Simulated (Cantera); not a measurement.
Ignition delay

Mixture: H₂ : O₂ : N₂ = 1 : 0.862 : 3.1 (molar parts), equivalence ratio 0.58, at 22.7 atm, adiabatic and at constant pressure. Ignition delay is the time to a rise of 400 K.

Cantera simulation using GRI-Mech 3.0 (53 species, 325 reactions); the numbers are that mechanism's predictions, not measurements. The hydrogen kinetics of GRI-Mech 3.0 are dated; newer H2 mechanisms differ, most at raised pressure. The pressure lies above the range GRI-Mech 3.0 was tuned for (to about 10 atm).

```
T0 (K)  delay (ms)
------  ----------
1223        0.0922
1298        0.0200
1373       0.00326
1448       0.00124
1523      0.000750
```
